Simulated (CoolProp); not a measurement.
Saturation properties of ethanol (Tc = 241.6 °C, pc = 62.68 bar, ω = 0.644).

The numbers come from the reference Helmholtz-energy equation of state, Schroeder 2014 in CoolProp.

| T (°C) | p (bar) | enthalpy of vaporisation (kJ/kg) | surface tension (mN/m) | liquid viscosity (µPa s) | liquid conductivity (mW/(m K)) |
|---|---|---|---|---|---|
| 14.85 | 0.04287 | 931.4 | 22.9 | 1320 | 166 |
| 32.15 | 0.1178 | 912.7 | 21.2 | 945 | 162 |
| 49.45 | 0.2864 | 891.7 | 19.5 | 695 | 159 |
| 66.75 | 0.6276 | 867.8 | 17.8 | 525 | 156 |
| 84.05 | 1.260 | 840.2 | 16.1 | 406 | 153 |
| 101.35 | 2.348 | 808.3 | 14.4 | 319 | 151 |
| 118.65 | 4.101 | 771.2 | 12.7 | 253 | 148 |
| 135.95 | 6.776 | 728.3 | 11.0 | 203 | 145 |
| 153.25 | 10.66 | 678.9 | 9.27 | 163 | 142 |
| 170.55 | 16.08 | 622.4 | 7.51 | 132 | 139 |
| 187.75 | 23.32 | 558.1 | 5.75 | 106 | 137 |
| 205.05 | 32.84 | 481.8 | 3.95 | 85.5 | 134 |
| 222.35 | 45.04 | 381.3 | 2.10 | 66.4 | 133 |

It boils at 78.4 °C under 1 atm.

Viscosity comes from a separate model (Kiselev 2005). Thermal conductivity comes from a separate model (Assael 2013). Surface tension comes from a separate correlation (Mulero 2012).
